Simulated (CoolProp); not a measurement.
Vapour-liquid equilibrium of CH2F2 (R32) (1) + R142b (2) at 96 kPa; x and y are mole fractions of (1).

The numbers come from the multi-fluid Helmholtz-energy mixture model, Tillner-Roth 1997 and Lemmon 2006; pair parameters Bell 2016 in CoolProp.

| x | bubble temperature, mixture model (°C) | bubble temperature, Raoult's law (°C) | y, mixture model | y, Raoult's law |
|---|---|---|---|---|
| 0.05 | -17.2 | -15.9 | 0.277 | 0.246 |
| 0.15 | -27.5 | -24.3 | 0.590 | 0.537 |
| 0.25 | -34.7 | -30.5 | [?] | 0.696 |
| 0.35 | -39.6 | -35.4 | 0.824 | 0.794 |
| 0.45 | -43.1 | -39.3 | [?] | 0.858 |
| 0.55 | -45.6 | -42.6 | 0.904 | 0.903 |
| 0.65 | -47.6 | -45.4 | 0.927 | 0.936 |
| 0.75 | -49.2 | -47.8 | 0.946 | 0.960 |
| 0.85 | -50.6 | -49.9 | 0.965 | 0.979 |
| 0.95 | [?] | -51.8 | 0.987 | 0.994 |

**Question.** Complete the blanks.

**Answer.** 
- 0.25, y, mixture model: 0.742
- 0.45, y, mixture model: 0.872
- 0.95, bubble temperature, mixture model (°C): -52.0

The largest gap from Raoult's law is -4.2 K in bubble temperature, at x = 0.35. No azeotrope shows between x = 0.05 and 0.95.

The pair parameters rest on a limited set of measurements; away from them the model extrapolates.
